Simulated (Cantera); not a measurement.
# MgO + CO + H2 (carbothermic reduction)

Input: 1 mol MgO, 1 mol CO, 0.23 mol H2, held at 19.0 Pa.

Cantera equilibrium calculation (NASA polynomials, part measured and part estimated; ideal gas, pure solids and liquids). Candidate condensed phases: C, C6H6, C7H8, C8H18, H2O, Mg, MgCO3, MgO, Mg(OH)2; 116 gas species. The tables' values for MgH are old estimates; treat these amounts as uncertain. Equilibrium is a limit: real reactors are often held back by kinetics, nucleation or transport.

From 1098 K to 2148 K the condensed part is MgO(s). From 2298 K to 2448 K nothing is condensed. The main Mg-bearing gas is Mg throughout.

```json
[
 {"T (K)": "1098", "log p CO": "-3.81", "log p Mg": "-10.37", "log p H2": "-4.45", "log p O": "<-15", "log p CO2": "-8.66", "log p H": "-9.83", "log p O2": "<-15", "log p H2O": "-9.30", "log p OH": "<-15", "n MgO(s)": "1.00"},
 {"T (K)": "1248", "log p CO": "-3.81", "log p Mg": "-8.15", "log p H2": "-4.45", "log p O": "<-15", "log p CO2": "-8.28", "log p H": "-8.56", "log p O2": "<-15", "log p H2O": "-8.72", "log p OH": "-14.82", "n MgO(s)": "1.000"},
 {"T (K)": "1398", "log p CO": "-3.81", "log p Mg": "-7.10", "log p H2": "-4.45", "log p O": "-15.53", "log p CO2": "-7.28", "log p H": "-7.55", "log p O2": "<-15", "log p H2O": "-7.58", "log p OH": "-12.38", "n MgO(s)": "0.999"},
 {"T (K)": "1548", "log p CO": "-3.81", "log p Mg": "-6.26", "log p H2": "-4.45", "log p O": "-12.79", "log p CO2": "-6.47", "log p H": "-6.74", "log p O2": "-15.34", "log p H2O": "-6.67", "log p OH": "-10.43", "n MgO(s)": "0.996"},
 {"T (K)": "1698", "log p CO": "-3.82", "log p Mg": "-5.57", "log p H2": "-4.48", "log p O": "-10.53", "log p CO2": "-5.82", "log p H": "-6.08", "log p O2": "-12.34", "log p H2O": "-5.94", "log p OH": "-8.83", "n MgO(s)": "0.982"},
 {"T (K)": "1848", "log p CO": "-3.85", "log p Mg": "-5.02", "log p H2": "-4.56", "log p O": "-8.62", "log p CO2": "-5.28", "log p H": "-5.55", "log p O2": "-9.80", "log p H2O": "-5.38", "log p OH": "-7.51", "n MgO(s)": "0.935"},
 {"T (K)": "1998", "log p CO": "-3.94", "log p Mg": "-4.60", "log p H2": "-4.77", "log p O": "-6.96", "log p CO2": "-4.83", "log p H": "-5.18", "log p O2": "-7.56", "log p H2O": "-5.01", "log p OH": "-6.42", "n MgO(s)": "0.807"},
 {"T (K)": "2148", "log p CO": "-4.14", "log p Mg": "-4.28", "log p H2": "-5.26", "log p O": "-5.49", "log p CO2": "-4.53", "log p H": "-5.01", "log p O2": "-5.54", "log p H2O": "-4.94", "log p OH": "-5.58", "n MgO(s)": "0.480"},
 {"T (K)": "2298", "log p CO": "-4.29", "log p Mg": "-4.18", "log p H2": "-5.64", "log p O": "-4.76", "log p CO2": "-4.80", "log p H": "-4.84", "log p O2": "-4.90", "log p H2O": "-5.40", "log p OH": "-5.39", "n MgO(s)": "0"},
 {"T (K)": "2448", "log p CO": "-4.26", "log p Mg": "-4.22", "log p H2": "-5.94", "log p O": "-4.48", "log p CO2": "-5.23", "log p H": "-4.67", "log p O2": "-5.05", "log p H2O": "-6.12", "log p OH": "-5.57", "n MgO(s)": "0"}
]
```
log p: log10 of the partial pressure in bar; n: condensed amount in mol.
